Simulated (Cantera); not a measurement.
**Thermodynamics of carbon deposition, reforming and gasification, feed n-butane + H2**

Input: 1 mol n-butane, a varied amount of H2, held at 2748.15 K and 1.00 mbar.

These are equilibrium values from Cantera (NASA tables, ideal gas, pure condensed phases), not measurements of a reactor. Candidate condensed phases: C, C6H6, C7H8, C8H18; 76 gas species. The numbers say what is thermodynamically allowed, not how fast it happens.

From 0.37 mol H2 to 24 mol H2 the condensed part is C(graphite). At 40 mol H2 nothing is condensed. The main C-bearing gas is C3 throughout. The share of C in condensed phases is highest at 0.37 mol H2 (83.2 %) and lowest at 40 mol H2 (0.0 %).

```tsv
n(H2) (mol)	log p H	log p H2	log p C3	log p C2H2 (acetylene)	n C(graphite)
0.37	-3.08	-3.83	-4.78	-5.39	3.33
0.63	-3.08	-3.83	-4.78	-5.39	3.29
1.1	-3.08	-3.83	-4.78	-5.39	3.23
1.8	-3.08	-3.83	-4.78	-5.39	3.15
3	-3.08	-3.83	-4.78	-5.39	3.00
5	-3.08	-3.83	-4.78	-5.39	2.75
8.5	-3.08	-3.83	-4.78	-5.39	2.31
14	-3.08	-3.83	-4.78	-5.39	1.62
24	-3.08	-3.83	-4.78	-5.39	0.361
40	-3.08	-3.83	-4.95	-5.49	0
```
log p: log10 of the partial pressure in bar; n: condensed amount in mol.
